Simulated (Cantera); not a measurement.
Feed: 1 mol Ca(OH)2, 0.093 mol H2O, 0.13 mol H2, equilibrated at 823 K and 7.50 Torr.

Cantera equilibrium calculation (NASA polynomials, part measured and part estimated; ideal gas, pure solids and liquids). Candidate condensed phases: Ca, CaO, Ca(OH)2, H2O; 14 gas species. The numbers say what is thermodynamically allowed, not how fast it happens.

Base state: H2O 0.894, H2 0.106 (mole fractions); condensed: CaO(s).

Task: What changes in the equilibrium state with this change: Ca(OH)2 replaced by MgCO3?

Result: 
```
species      before   after
-----------  ------  ------
CO2               0   0.754
H2O           0.894   0.140
CO                0  0.0636
H2            0.106  0.0426
CaO(s), mol    1.00       0
MgO(s), mol       0    1.00
```
Further candidate phases: C, C6H6, C7H8, C8H18, Mg, MgCO3, MgO, Mg(OH)2.
